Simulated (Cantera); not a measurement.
Input: 1 mol Si, 0.12 mol CO2, 52 mol H2, at 1 atm.

Equilibrium computed with Cantera from the NASA thermochemical tables; the gas is ideal and each condensed phase is pure. Candidate condensed phases: C, C6H6, C7H8, C8H18, H2O, Si, SiC, SiO2; 123 gas species. Mutual solubility and eutectic melting of coexisting phases are not modelled. The tables hold silica as quartz up to 1696 K and as liquid above; real silica turns to tridymite and cristobalite and melts near 1996 K. Gases not in the tables: Si2H6 and higher silanes. Equilibrium is a limit: real reactors are often held back by kinetics, nucleation or transport.

Q: Which condensed phases are stable at each of these points (T (K)): 1050, 1200, 1350, 1500, 1650, 1800, 1950, 2100?

A: 
| T (K) | condensed phases | Si condensed (%) |
|---|---|---|
| 1050 | Si(s) + SiC(s) + SiO2(β-quartz) | 100.0 |
| 1200 | Si(s) + SiC(s) + SiO2(β-quartz) | 100.0 |
| 1350 | Si(s) + SiC(s) + SiO2(β-quartz) | 99.9 |
| 1500 | Si(s) + SiC(s) + SiO2(β-quartz) | 97.3 |
| 1650 | Si(s) + SiC(s) | 77.0 |
| 1800 | Si(l) + SiC(s) | 78.1 |
| 1950 | Si(l) + SiC(s) | 80.1 |
| 2100 | Si(l) + SiC(s) | 82.2 |

From 1050 K to 1500 K the condensed part is Si(s) + SiC(s) + SiO2(β-quartz). At 1650 K the condensed part is Si(s) + SiC(s). From 1800 K to 2100 K the condensed part is Si(l) + SiC(s).
